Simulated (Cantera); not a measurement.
# Low-pressure radical oxidation in H2/O2

An isothermal, constant-pressure homogeneous reactor starts with 0.622 % H₂, 18.3 % O₂, 80.5 % N₂, 0.622 % H₂O, equivalence ratio 0.017, at 1400 K and 20.0 Torr.

Model: the H2/O2 subset of GRI-Mech 3.0, which has no nitrogen chemistry, integrated in Cantera. Radical loss at walls, strong at low pressure, is not modelled.

| t (s) | x H₂ | x O₂ | x OH | x HO₂ | x H₂O₂ | x H |
|---|---|---|---|---|---|---|
| 0.000500 | 0.00622 | 0.183 | 4.28e-8 | 2.70e-8 | 2.88e-11 | 1.58e-8 |
| 0.00119 | 0.00622 | 0.183 | 5.17e-7 | 6.45e-8 | 1.17e-10 | 1.68e-7 |
| 0.00282 | 0.00598 | 0.183 | 0.000111 | 3.49e-7 | 8.94e-10 | 3.62e-5 |
| 0.00668 | 0.000154 | 0.178 | 0.00108 | 5.31e-7 | 1.76e-8 | 0.000644 |
| 0.0159 | 0.000130 | 0.178 | 0.00102 | 5.13e-7 | 1.67e-8 | 0.000577 |
| 0.0377 | 0.000113 | 0.178 | 0.000956 | 4.84e-7 | 1.59e-8 | 0.000463 |
| 0.0894 | 8.33e-5 | 0.179 | 0.000821 | 4.23e-7 | 1.41e-8 | 0.000288 |
| 0.212 | 4.56e-5 | 0.179 | 0.000609 | 3.13e-7 | 1.06e-8 | 0.000115 |
| 0.503 | 1.70e-5 | 0.180 | 0.000373 | 1.74e-7 | 6.19e-9 | 2.58e-5 |
| 1.19 | 4.75e-6 | 0.180 | 0.000197 | 6.99e-8 | 2.67e-9 | 3.78e-6 |
| 2.84 | 1.22e-6 | 0.180 | 0.000100 | 2.46e-8 | 9.46e-10 | 4.92e-7 |
| 6.73 | 3.46e-7 | 0.180 | 5.34e-5 | 1.20e-8 | 3.28e-10 | 7.43e-8 |
| 16.0 | 1.28e-7 | 0.180 | 3.25e-5 | 1.07e-8 | 1.40e-10 | 1.68e-8 |
| 37.9 | 8.44e-8 | 0.180 | 2.64e-5 | 1.14e-8 | 9.91e-11 | 8.99e-9 |
| 90.0 | 8.17e-8 | 0.180 | 2.60e-5 | 1.15e-8 | 9.66e-11 | 8.58e-9 |
x: mole fraction; the columns are a selection and need not sum to one.

Equilibrium at this temperature and pressure: H₂ 8.17e-8, O₂ 0.180, OH 2.60e-5, HO₂ 1.15e-8, H₂O₂ 9.66e-11, H 8.58e-9 (gas phase only).
